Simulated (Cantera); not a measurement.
**Thermodynamics of sublimation and decomposition of ceramics, feed Si₃N₄ + Si + N₂**

Input: 1 mol Si₃N₄, 0.014 mol Si, 5.3 mol N₂, at 610 Pa.

Cantera equilibrium calculation (NASA polynomials, part measured and part estimated; ideal gas, pure solids and liquids). Candidate condensed phases: Si, Si₃N₄; 7 gas species. The tables' values for SiN are old estimates; treat these amounts as uncertain. Equilibrium is a limit: real reactors are often held back by kinetics, nucleation or transport.

```json
[
 {"T (K)": "1423", "log p N₂": "-2.21", "log p Si": "-10.69", "log p Si₂N": "-13.27", "log p SiN": "-11.53", "log p Si₂": "<-14", "log p Si₃": "<-14", "log p N": "<-14", "n Si₃N₄(s)": "1.00", "n Si(l)": "0"},
 {"T (K)": "1473", "log p N₂": "-2.21", "log p Si": "-9.82", "log p Si₂N": "-12.17", "log p SiN": "-10.77", "log p Si₂": "<-14", "log p Si₃": "<-14", "log p N": "<-14", "n Si₃N₄(s)": "1.00", "n Si(l)": "0"},
 {"T (K)": "1523", "log p N₂": "-2.21", "log p Si": "-9.02", "log p Si₂N": "-11.15", "log p SiN": "-10.06", "log p Si₂": "-13.12", "log p Si₃": "<-14", "log p N": "-14.07", "n Si₃N₄(s)": "1.00", "n Si(l)": "0"},
 {"T (K)": "1573", "log p N₂": "-2.21", "log p Si": "-8.27", "log p Si₂N": "-10.20", "log p SiN": "-9.40", "log p Si₂": "-11.96", "log p Si₃": "-13.65", "log p N": "-13.55", "n Si₃N₄(s)": "1.00", "n Si(l)": "0"},
 {"T (K)": "1623", "log p N₂": "-2.21", "log p Si": "-7.57", "log p Si₂N": "-9.30", "log p SiN": "-8.77", "log p Si₂": "-10.87", "log p Si₃": "-12.27", "log p N": "-13.06", "n Si₃N₄(s)": "1.00", "n Si(l)": "0"},
 {"T (K)": "1673", "log p N₂": "-2.21", "log p Si": "-6.90", "log p Si₂N": "-8.46", "log p SiN": "-8.19", "log p Si₂": "-9.84", "log p Si₃": "-10.98", "log p N": "-12.60", "n Si₃N₄(s)": "1.00", "n Si(l)": "0"},
 {"T (K)": "1723", "log p N₂": "-2.21", "log p Si": "-6.28", "log p Si₂N": "-7.67", "log p SiN": "-7.64", "log p Si₂": "-8.88", "log p Si₃": "-9.76", "log p N": "-12.17", "n Si₃N₄(s)": "1.00", "n Si(l)": "0"},
 {"T (K)": "1773", "log p N₂": "-2.21", "log p Si": "-5.69", "log p Si₂N": "-6.92", "log p SiN": "-7.12", "log p Si₂": "-7.97", "log p Si₃": "-8.61", "log p N": "-11.76", "n Si₃N₄(s)": "1.00", "n Si(l)": "0"},
 {"T (K)": "1823", "log p N₂": "-2.22", "log p Si": "-5.35", "log p Si₂N": "-6.65", "log p SiN": "-6.84", "log p Si₂": "-7.54", "log p Si₃": "-8.17", "log p N": "-11.37", "n Si₃N₄(s)": "0", "n Si(l)": "3.01"},
 {"T (K)": "1873", "log p N₂": "-2.22", "log p Si": "-5.05", "log p Si₂N": "-6.43", "log p SiN": "-6.61", "log p Si₂": "-7.18", "log p Si₃": "-7.82", "log p N": "-11.00", "n Si₃N₄(s)": "0", "n Si(l)": "3.00"},
 {"T (K)": "1923", "log p N₂": "-2.22", "log p Si": "-4.77", "log p Si₂N": "-6.23", "log p SiN": "-6.38", "log p Si₂": "-6.84", "log p Si₃": "-7.49", "log p N": "-10.65", "n Si₃N₄(s)": "0", "n Si(l)": "2.99"},
 {"T (K)": "1973", "log p N₂": "-2.22", "log p Si": "-4.50", "log p Si₂N": "-6.04", "log p SiN": "-6.17", "log p Si₂": "-6.51", "log p Si₃": "-7.18", "log p N": "-10.32", "n Si₃N₄(s)": "0", "n Si(l)": "2.97"},
 {"T (K)": "2023", "log p N₂": "-2.22", "log p Si": "-4.24", "log p Si₂N": "-5.85", "log p SiN": "-5.96", "log p Si₂": "-6.21", "log p Si₃": "-6.88", "log p N": "-10.01", "n Si₃N₄(s)": "0", "n Si(l)": "2.94"}
]
```
log p: log10 of the partial pressure in bar; n: condensed amount in mol.

From 1423 K to 1773 K the condensed part is Si₃N₄(s). From 1823 K to 2023 K the condensed part is Si(l).
